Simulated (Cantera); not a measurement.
Input: 1 mol MgO, 12 mol HCl, 5.8 mol N2, at 55.0 mbar.

Method: chemical equilibrium by Gibbs-energy minimisation in Cantera with the NASA 1993 tables (ideal gas, pure condensed phases). Candidate condensed phases: H2O, Mg, MgCl2, MgO, Mg(OH)2, NH4Cl; 38 gas species. The numbers say what is thermodynamically allowed, not how fast it happens.

Q: Which condensed phases are stable at each of these points (T (K)): 1000, 1050, 1100, 1150, 1200, 1250, 1300, 1350, 1400, 1450, 1500, 1550, 1600, 1650?

A: 
```json
[
 {"T (K)": "1000", "condensed phases": "MgO(s)", "Mg condensed (%)": "94.9"},
 {"T (K)": "1050", "condensed phases": "MgO(s)", "Mg condensed (%)": "92.3"},
 {"T (K)": "1100", "condensed phases": "MgO(s)", "Mg condensed (%)": "88.8"},
 {"T (K)": "1150", "condensed phases": "MgO(s)", "Mg condensed (%)": "84.4"},
 {"T (K)": "1200", "condensed phases": "MgO(s)", "Mg condensed (%)": "78.9"},
 {"T (K)": "1250", "condensed phases": "MgO(s)", "Mg condensed (%)": "72.2"},
 {"T (K)": "1300", "condensed phases": "MgO(s)", "Mg condensed (%)": "64.4"},
 {"T (K)": "1350", "condensed phases": "MgO(s)", "Mg condensed (%)": "55.4"},
 {"T (K)": "1400", "condensed phases": "MgO(s)", "Mg condensed (%)": "45.2"},
 {"T (K)": "1450", "condensed phases": "MgO(s)", "Mg condensed (%)": "34.0"},
 {"T (K)": "1500", "condensed phases": "MgO(s)", "Mg condensed (%)": "21.9"},
 {"T (K)": "1550", "condensed phases": "MgO(s)", "Mg condensed (%)": "8.9"},
 {"T (K)": "1600", "condensed phases": "gas only", "Mg condensed (%)": "0.0"},
 {"T (K)": "1650", "condensed phases": "gas only", "Mg condensed (%)": "0.0"}
]
```

From 1000 K to 1550 K the condensed part is MgO(s). From 1600 K to 1650 K nothing is condensed.
